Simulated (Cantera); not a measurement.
Charge: 1 mol ZrO2, 2.5 mol H2, 1.2 mol H2O, at 1623.15 K and 2.20 mbar.

These are equilibrium values from Cantera (NASA tables, ideal gas, pure condensed phases), not measurements of a reactor. Candidate condensed phases: H2O, Zr, ZrO2; 12 gas species. Rates play no part.

Base state: H2 0.675, H2O 0.324, H 0.00121, OH 2.44e-5 (mole fractions); condensed: ZrO2(tetragonal).

Q: What changes in the equilibrium state with this change: pressure from 2.20 mbar to 18.0 mbar?

A: 
```csv
species,before,after
H2,0.675,0.675
H2O,0.324,0.324
H,0.00121,0.000424
OH,2.44e-5,8.53e-6
"ZrO2(tetragonal), mol",1.00,1.00
```
